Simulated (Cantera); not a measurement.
A Cantera script and what it prints.

```python
import numpy as np
import cantera as ct

gas_names = """
    N NO NO2 NO3 N2 N2O O O2 O3 Zr ZrN ZrO ZrO2
""".split()
cond_names = """
    Zr(a) Zr(b) Zr(L) ZrN(s) ZrN(L) ZrO2(a) ZrO2(b) ZrO2(L)
""".split()


# ... load() reads the species with a 1 bar reference pressure and builds the phases ...
atoms = {
    'Zr': {'Zr': 1},
    'N2O': {'N': 2, 'O': 1},
    'N2': {'N': 2},
}
top_T = {}  # K; cautious upper limits of use, not melting points


# ... equilibrate(T, P, feed) seeds the gas with the atoms and calls Mixture.equilibrate('TP', solver="vcs", rtol=1e-11, max_steps=5000) ...
results = []
feed = {'Zr': 1, 'N2O': 0.18, 'N2': 73}  # mol
P = 100000  # Pa
for T in [850, 1000, 1150, 1300, 1450, 1600, 1750, 1900, 2050]:
    mix = equilibrate(T, P, feed)
    results.append((T, P, feed, dict(zip(mix.species_names, mix.species_moles))))

top = {s: max(r[3][s] / sum(r[3][g] for g in gas_names) for r in results) for s in gas_names}
cols = sorted((s for s in top if top[s] > 1e-06), key=lambda s: -top[s])[:9]
seen = [c for c in cond_names if any(r[3].get(c, 0) > 1e-12 for r in results)]
print("log10 of partial pressures in bar; condensed amounts in mol")
print(f"{'T/K':>10s}" + "".join(f"{s[:9]:>10s}" for s in cols + seen))
for T, P, feed, n in results:
    ng = sum(n[g] for g in gas_names)
    print(f"{T:10.4g}" + "".join(f"{np.log10(max(n[s] / ng * P / 1e5, 1e-99)):10.3f}" for s in cols)
          + "".join(f"{n.get(c, 0):10.4g}" for c in seen))
```

Output:

```
log10 of partial pressures in bar; condensed amounts in mol
       T/K        N2    ZrN(s)   ZrO2(a)   ZrO2(b)
       850     0.000      0.91      0.09         0
      1000     0.000      0.91      0.09         0
      1150     0.000      0.91      0.09         0
      1300    -0.000      0.91      0.09         0
      1450    -0.000      0.91      0.09         0
      1600    -0.000      0.91         0      0.09
      1750    -0.000      0.91         0      0.09
      1900    -0.000      0.91         0      0.09
      2050    -0.000      0.91         0      0.09
```

Cantera equilibrium calculation (NASA polynomials, part measured and part estimated; ideal gas, pure solids and liquids). Mutual solubility and eutectic melting of coexisting phases are not modelled. ZrN: taken at fixed stoichiometry. Condensed phases not in the tables: solid solutions among these carbides, nitrides and lower oxides.
